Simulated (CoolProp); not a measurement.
A simple Rankine cycle with R11: condensing at 301.15 K, boiler at 0.759 MPa, turbine inlet 374.4 K, turbine efficiency 0.8, pump efficiency 0.7, no recuperator. Each further row changes one setting.

The numbers come from the reference Helmholtz-energy equation of state, Jacobsen 1992 in CoolProp.

| case | thermal efficiency (%) | net work (kJ/kg) | heat in (kJ/kg) | turbine exit temperature (K) | volume ratio over the turbine |
|---|---|---|---|---|---|
| as stated | 12.7 | 27.4 | 216 | 314.9 | 6.09 |
| turbine inlet 394.4 K | 12.8 | 29.5 | 230 | 334.6 | 6.01 |
| condensing temperature 293.15 K | 14.1 | 31.3 | 223 | 307.4 | 7.94 |
| boiler pressure 0.531 MPa | 10.6 | 23.3 | 219 | 327.8 | 4.22 |
| turbine efficiency 0.7 | 11.1 | 23.9 | 216 | 320.6 | 6.22 |
